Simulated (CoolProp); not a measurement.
Vapour-liquid equilibrium of R22 (1) + dimethyl ether (2) at 213.5 K; x and y are mole fractions of (1).

Model: multi-fluid Helmholtz-energy mixture model, Kamei 1995 and Wu 2011; pair parameters Bell 2016, in CoolProp.

Question: Give the bubble pressure and the first vapour's composition at x = 0.15, 0.25, 0.85. Is there an azeotrope?

Answer: x = 0.15: 0.01577 MPa, y = 0.122; x = 0.25: 0.01549 MPa, y = 0.242; x = 0.85: 0.03136 MPa, y = 0.978. y crosses x between x = 0.25 and 0.35: the model has an azeotrope there.

Pair parameters are fitted to limited data, so mixtures are less certain than the pure fluids.
